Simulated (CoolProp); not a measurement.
Vapour-liquid equilibrium of benzene (1) + n-heptane (2) at 0.0181 MPa; x and y are mole fractions of (1).

The numbers come from the multi-fluid Helmholtz-energy mixture model, Thol 2012 and Span 2003; pair parameters Bell 2016 in CoolProp.

```tsv
x	bubble temperature, mixture model (K)	bubble temperature, Raoult's law (K)	y, mixture model	y, Raoult's law
0.05	320.2	321.0	0.122	0.092
0.2	315.4	318.0	0.393	0.328
0.35	312.0	315.3	0.564	0.514
0.5	309.6	312.8	0.680	0.665
0.65	308.0	310.6	0.770	0.787
0.8	306.9	308.5	0.855	0.889
0.95	306.2	306.7	0.957	0.975
```

The largest gap from Raoult's law is -3.3 K in bubble temperature, at x = 0.35. No azeotrope shows between x = 0.05 and 0.95.

Pair parameters are fitted to limited data, so mixtures are less certain than the pure fluids.
